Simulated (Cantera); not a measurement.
Input (Python, Cantera):

```python
import numpy as np
import cantera as ct

gas = ct.Solution("gri30.yaml")


def delay(T, t_max=10):
    gas.TPX = T, 100000, {'CH4': 1, 'O2': 4.17, 'N2': 15.7}
    reactor = ct.IdealGasConstPressureReactor(gas, clone=False)
    net = ct.ReactorNet([reactor])
    net.rtol, net.atol = 1e-8, 1e-16
    while net.time < t_max:
        t_old, T_old = net.time, reactor.T
        net.step()
        if reactor.T > T + 400:  # ignition: a rise of 400 K
            return t_old + (T + 400 - T_old) / (reactor.T - T_old) * (net.time - t_old)
    return np.nan


taus = []
for T in [1275, 1325, 1375, 1425, 1475, 1525, 1575, 1625, 1675, 1725]:
    taus.append(delay(T))
    print(f"T0 = {T:6g} K   tau = {taus[-1]:.4e} s")
```

It prints:

```
T0 =   1275 K   tau = 1.1167e-02 s
T0 =   1325 K   tau = 5.9332e-03 s
T0 =   1375 K   tau = 3.2925e-03 s
T0 =   1425 K   tau = 1.9116e-03 s
T0 =   1475 K   tau = 1.1618e-03 s
T0 =   1525 K   tau = 7.3800e-04 s
T0 =   1575 K   tau = 4.8802e-04 s
T0 =   1625 K   tau = 3.3421e-04 s
T0 =   1675 K   tau = 2.3583e-04 s
T0 =   1725 K   tau = 1.7075e-04 s
```

Model: GRI-Mech 3.0 (53 species, 325 reactions), integrated in Cantera.
